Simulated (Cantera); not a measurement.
Input: 1 mol C2H5OH, 0.42 mol NH3, 0.039 mol O2, equilibrated at 10.0 mbar.

Method: chemical equilibrium by Gibbs-energy minimisation in Cantera with the NASA 1993 tables (ideal gas, pure condensed phases). Candidate condensed phases: C, C6H6, C7H8, C8H18, H2O; 136 gas species. Equilibrium is a limit: real reactors are often held back by kinetics, nucleation or transport.

log p: log10 of the partial pressure in bar; n: condensed amount in mol.

```
T (°C)  log p H2  log p H2O  log p CO  log p CH4  log p N2  log p CO2  n C(graphite)
------  --------  ---------  --------  ---------  --------  ---------  -------------
327        -2.34      -2.61     -4.58      -2.71     -3.20      -3.41     (withheld)
427        -2.16      -2.95     -3.42      -3.38     -3.29      -3.24     (withheld)
527        -2.13      -3.57     -2.81      -4.13     -3.34      -3.62     (withheld)
627        -2.13      -4.42     -2.67      -4.77     -3.37      -4.60          0.945
727        -2.13      -5.20     -2.66      -5.28     -3.37      -5.57          0.924
827        -2.13      -5.84     -2.66      -5.71     -3.37      -6.37          0.922
927        -2.13      -6.38     -2.66      -6.07     -3.37      -7.04          0.922
1027       -2.13      -6.83     -2.66      -6.37     -3.37      -7.60          0.922
1127       -2.13      -7.22     -2.66      -6.63     -3.37      -8.08          0.921
1227       -2.13      -7.56     -2.66      -6.85     -3.37      -8.50          0.921
1327       -2.13      -7.85     -2.66      -7.05     -3.37      -8.85          0.920
1427       -2.13      -8.11     -2.66      -7.23     -3.37      -9.17          0.918
1527       -2.13      -8.34     -2.66      -7.38     -3.38      -9.45          0.915
```

Problem. What belongs in the gaps?

Solution. 
- 327, n C(graphite): 1.21
- 427, n C(graphite): 1.45
- 527, n C(graphite): 1.13
